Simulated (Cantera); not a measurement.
A jet of 1.26 % H2, 15.8 % O2, 83.0 % N2 at 300 K and 60.0 Torr hits a platinum plate 7.7 cm away at a mass flux of 0.2 kg/m²/s; the plate temperature is set and raised in steps from an oxygen-covered start.

Model: Deutschmann's 1995 Pt surface mechanism with GRI-Mech 3.0 gas chemistry, integrated in Cantera. Catalytic surfaces can have several steady states; this one follows from the mechanism file's or the stated starting coverage.

x: mole fraction at the wall; θ: surface coverage.

| plate T (K) | wall x H2 | wall x O2 | wall x H2O | wall x OH | θ free Pt | θ O* | θ OH* |
|---|---|---|---|---|---|---|---|
| 700 | 0.00262 | 0.147 | 0.0194 | <1e-8 | 0.0403 | 0.958 | 0.00155 |
| 750 | ? | 0.146 | 0.0204 | <1e-8 | ? | 0.942 | 0.00135 |
| 800 | ? | 0.146 | 0.0214 | <1e-8 | ? | 0.909 | 0.00128 |
| 850 | 0.000994 | 0.145 | 0.0221 | 1.13e-8 | 0.136 | 0.863 | 0.00121 |
| 900 | 0.000739 | 0.145 | 0.0225 | 3.54e-8 | 0.192 | 0.807 | 0.00112 |

Some entries are withheld; supply them.


- 750, wall x H2: 0.00204
- 750, θ free Pt: 0.0569
- 800, wall x H2: 0.00141
- 800, θ free Pt: 0.0895
